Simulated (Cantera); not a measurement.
Cantera run:

```python
import numpy as np
import cantera as ct

gas_names = """
    B BH BH2 BH3 BO BO2 B2 B2O B2O2 B2O3 B3O3H3 H HBO HBO2 HO2 H2 H2O H2O2 H3B3O6 O OH O2 O3
""".split()
cond_names = """
    B(b) B(L) B2O3(L) B3O3H3(cr) H2O(s) H2O(L)
""".split()


# ... load() reads the species with a 1 bar reference pressure and builds the phases ...
atoms = {
    'B2H6': {'B': 2, 'H': 6},
    'H2O': {'H': 2, 'O': 1},
    'H2': {'H': 2},
}
top_T = {}  # K; cautious upper limits of use, not melting points


# ... equilibrate(T, P, feed) seeds the gas with the atoms and calls Mixture.equilibrate('TP', solver="vcs", rtol=1e-11, max_steps=5000) ...
results = []
feed = {'B2H6': 1, 'H2O': 2.1, 'H2': 2.2}  # mol
P = 87  # Pa
for T in [1400, 1450, 1500, 1550, 1600, 1650, 1700, 1750]:
    mix = equilibrate(T, P, feed)
    results.append((T, P, feed, dict(zip(mix.species_names, mix.species_moles))))
    x = sorted(zip(gas.X, gas.species_names), reverse=True)
    print(f"T = {T:g} K  P = {P:g} Pa  gas = {mix.phase_moles(0):.4g} mol")
    print("   x: " + "  ".join(f"{s} {v:.3e}" for v, s in x if v > 1e-06))
    print("   condensed (mol): " + ("  ".join(f"{mix.phase(i).name} {mix.phase_moles(i):.4g}"
          for i in range(1, mix.n_phases) if mix.phase_moles(i) > 1e-12) or "none"))
```

Result:

```
T = 1400 K  P = 87 Pa  gas = 7.572 mol
   x: H2 9.449e-01  HBO 3.680e-02  B2O2 1.428e-02  B2O3 2.762e-03  HBO2 7.235e-04  BO 1.898e-04  B3O3H3 1.889e-04  H 1.603e-04  H2O 5.213e-06  BH2 3.079e-06
   condensed (mol): B(b) 0.4349  B2O3(L) 0.5085
T = 1450 K  P = 87 Pa  gas = 7.966 mol
   x: H2 8.828e-01  HBO 6.501e-02  B2O2 4.104e-02  B2O3 8.638e-03  HBO2 1.451e-03  BO 6.233e-04  H 3.013e-04  B3O3H3 1.698e-04  H2O 7.802e-06  BH2 5.109e-06  B2O 1.253e-06
   condensed (mol): B(b) 0.2103  B2O3(L) 0.2299
T = 1500 K  P = 87 Pa  gas = 8.303 mol
   x: H2 8.354e-01  HBO 8.506e-02  B2O2 6.454e-02  B2O3 1.127e-02  HBO2 1.638e-03  BO 1.448e-03  H 5.455e-04  B3O3H3 7.016e-05  H2O 8.784e-06  BH2 8.260e-06  B2O 3.726e-06
   condensed (mol): B(b) 0.007178
T = 1550 K  P = 87 Pa  gas = 8.314 mol
   x: H2 8.319e-01  HBO 8.954e-02  B2O2 6.301e-02  B2O3 1.035e-02  BO 2.546e-03  HBO2 1.682e-03  H 9.739e-04  B3O3H3 1.687e-05  H2O 1.152e-05  BH2 9.693e-06  B2O 5.887e-06
   condensed (mol): none
T = 1600 K  P = 87 Pa  gas = 8.325 mol
   x: H2 8.286e-01  HBO 9.300e-02  B2O2 6.038e-02  B2O3 1.016e-02  BO 4.275e-03  HBO2 1.852e-03  H 1.678e-03  H2O 1.611e-05  BH2 1.027e-05  B2O 8.156e-06  B3O3H3 4.313e-06
   condensed (mol): none
T = 1650 K  P = 87 Pa  gas = 8.34 mol
   x: H2 8.249e-01  HBO 9.590e-02  B2O2 5.750e-02  B2O3 9.961e-03  BO 6.920e-03  H 2.797e-03  HBO2 2.028e-03  H2O 2.217e-05  B2O 1.091e-05  BH2 1.073e-05  B3O3H3 1.182e-06
   condensed (mol): none
T = 1700 K  P = 87 Pa  gas = 8.364 mol
   x: H2 8.203e-01  HBO 9.805e-02  B2O2 5.426e-02  BO 1.082e-02  B2O3 9.738e-03  H 4.525e-03  HBO2 2.212e-03  H2O 3.015e-05  B2O 1.404e-05  BH2 1.101e-05
   condensed (mol): none
T = 1750 K  P = 87 Pa  gas = 8.398 mol
   x: H2 8.148e-01  HBO 9.924e-02  B2O2 5.056e-02  BO 1.635e-02  B2O3 9.488e-03  H 7.117e-03  HBO2 2.406e-03  H2O 4.066e-05  B2O 1.732e-05  BH2 1.105e-05  BO2 1.499e-06
   condensed (mol): none
```

Method: chemical equilibrium by Gibbs-energy minimisation in Cantera with the NASA 1993 tables (ideal gas, pure condensed phases). The feed counts by its element totals alone. Mutual solubility and eutectic melting of coexisting phases are not modelled. The tables' values for BH2 are old estimates; treat these amounts as uncertain.
